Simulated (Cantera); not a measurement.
An adiabatic, constant-volume homogeneous reactor starts with CH3OH : O2 : N2 : H2O = 1 : 0.714 : 2.69 : 0.11 (molar parts), equivalence ratio 2.1, at 1250 K and 12800 Torr. Integrator tolerance rtol = 1e-08.

Detailed kinetics in Cantera: GRI-Mech 3.0 (53 species, 325 reactions). GRI-Mech 3.0 was tuned for natural gas; its chemistry of methanol as a main component is partial and can be far from experiment. The pressure lies above the range GRI-Mech 3.0 was tuned for (to about 10 atm).

| quantity | before | after |
|---|---|---|
| time of steepest temperature rise | 0.360 ms | 0.371 ms |
| temperature at 0.100 s | 2692 K | 2367 K |
| equilibrium temperature | 2692 K | 2367 K |
| x(CH3OH) at 0.100 s | 6.18e-11 (gas-phase equilibrium 6.37e-11) | 1.49e-11 (gas-phase equilibrium 1.53e-11) |
| x(O2) at 0.100 s | 1.26e-5 (gas-phase equilibrium 1.26e-5) | 1.49e-6 (gas-phase equilibrium 1.49e-6) |
| x(H2O) at 0.100 s | 0.228 (gas-phase equilibrium 0.228) | 0.226 (gas-phase equilibrium 0.226) |
| x(NO) at 0.100 s | 0.000187 (gas-phase equilibrium 0.000187) | 3.69e-5 (gas-phase equilibrium 3.69e-5) |
| x(CH3) at 0.100 s | 1.86e-9 (gas-phase equilibrium 2.06e-9) | 4.13e-10 (gas-phase equilibrium 4.60e-10) |
| x(CH4) at 0.100 s | 4.91e-9 (gas-phase equilibrium 5.45e-9) | 2.49e-9 (gas-phase equilibrium 2.78e-9) |

### Question
Which change was made?
(A) O2 0.714 to 0.3 parts
(B) pressure from 12800 Torr to 173 Torr
(C) constant pressure in place of constant volume
(D) pressure from 12800 Torr to 1050 Torr

### Answer
C, constant pressure in place of constant volume
